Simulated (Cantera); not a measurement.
Input: 1 mol Pb, 0.4 mol CO, 6.3 mol H₂, at 975 K and 0.0133 bar.

Cantera equilibrium calculation (NASA polynomials, part measured and part estimated; ideal gas, pure solids and liquids). Candidate condensed phases: C, C₆H₆, C₇H₈, C₈H₁₈, H₂O, Pb, PbO, PbO₂, Pb₃O₄; 113 gas species. The numbers say what is thermodynamically allowed, not how fast it happens.

Base state: H₂ 0.939, CO 0.0588, CH₄ 0.000848, H₂O 0.000771, Pb 0.000688, CO₂ 7.72e-5 (mole fractions); condensed: Pb(l).

Q: What changes in the equilibrium state with this change: pressure from 0.0133 bar to 0.0560 bar?

A: 
| species | before | after |
|---|---|---|
| H₂ | 0.939 | 0.937 |
| CO | 0.0588 | 0.0563 |
| CH₄ | 0.000848 | 0.00347 |
| H₂O | 0.000771 | 0.00316 |
| Pb | 0.000688 | 0.000164 |
| CO₂ | 7.72e-5 | 0.000304 |
| Pb(l), mol | 0.995 | 0.999 |
